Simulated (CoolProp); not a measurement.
500 sccm (0 °C, 1 atm) of nitrogen bubbles through liquid hexamethyldisiloxane (MM) at 294.6 K and leaves saturated at a total pressure of 0.0854 MPa (ideal gas phase). Each further row changes one setting.

Computed with CoolProp (reference Helmholtz-energy equation of state, Thol 2016).

```csv
case,vapour pressure (kPa),mole fraction of vapour,delivery (mg/min),delivery (sccm),change of delivery for a bath 1 K warmer (%)
as stated,4.64,…,208,…,…
bath temperature 299.6 K,6.00,…,…,37.8,5.5
total pressure 0.171 MPa,4.64,…,…,…,5.5
```

### Question
Complete the blanks.

### Answer

- as stated, mole fraction of vapour: 0.0544
- as stated, delivery (sccm): 28.8
- as stated, change of delivery for a bath 1 K warmer (%): 5.7
- bath temperature 299.6 K, mole fraction of vapour: 0.0702
- bath temperature 299.6 K, delivery (mg/min): 274
- total pressure 0.171 MPa, mole fraction of vapour: 0.0272
- total pressure 0.171 MPa, delivery (mg/min): 101
- total pressure 0.171 MPa, delivery (sccm): 14.0
